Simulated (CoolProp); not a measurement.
Ammonia along the isotherm 73.15 °C: fugacity coefficient from the reference equation and from simpler models built on Tc = 132.4 °C, pc = 113.6 bar, ω = 0.256; each cubic takes its own stable root.

Model: reference Helmholtz-energy equation of state, Gao 2020, in CoolProp.

```csv
p (bar),phase,reference
31.6,gas,0.8181
63.1,liquid,0.4624
94.7,liquid,0.3192
126,liquid,0.2484
158,liquid,0.2051
189,liquid,0.1774
221,liquid,0.1570
253,liquid,0.1419
284,liquid,0.1307
```

Q: How far does each simpler model (van der Waals, Redlich-Kwong, Soave-Redlich-Kwong) lie from the reference over these 9 states: mean and median of the absolute difference, and the worst?

A: 
- van der Waals: mean 66.4 %, median 71.4 %, worst +90.3 % at 73.15 °C and 284 bar
- Redlich-Kwong: mean 25.5 %, median 27.5 %, worst +32.9 % at 73.15 °C and 284 bar
- Soave-Redlich-Kwong: mean 9.1 %, median 9.4 %, worst +13.4 % at 73.15 °C and 284 bar
